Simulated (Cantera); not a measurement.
Charge: 1 mol Si2H6, 37 mol N2, equilibrated at 1402 °C.

Cantera equilibrium calculation (NASA polynomials, part measured and part estimated; ideal gas, pure solids and liquids). Candidate condensed phases: Si, Si3N4; 18 gas species. The feed counts by its element totals alone. Kinetics and transport are ignored.

x: gas mole fraction; n: condensed amount in mol.

| P (Pa) | x N2 | x H2 | x H | x Si | n Si(s) | n Si3N4(s) |
|---|---|---|---|---|---|---|
| 100 | 0.924 | 0.0744 | 0.00100 | 0.000434 | 1.98 | 0 |
| 350 | 0.922 | 0.0773 | 0.000546 | 5.78e-5 | 0 | 0.666 |
| 1300 | 0.922 | 0.0774 | 0.000283 | 6.49e-6 | 0 | 0.667 |
| 4500 | 0.922 | 0.0775 | 0.000152 | 8.19e-7 | 0 | 0.667 |
| 16000 | 0.922 | 0.0775 | (withheld) | (withheld) | 0 | 0.667 |
| 56000 | 0.922 | 0.0776 | (withheld) | (withheld) | 0 | 0.667 |
| 200000 | 0.922 | 0.0776 | 2.29e-5 | 1.47e-9 | 0 | 0.667 |

**Question.** Some entries are withheld; supply them.

**Answer.** 
- 56000, x H: 4.32e-5
- 56000, x Si: 1.23e-8
- 16000, x H: 8.08e-5
- 16000, x Si: 9.89e-8
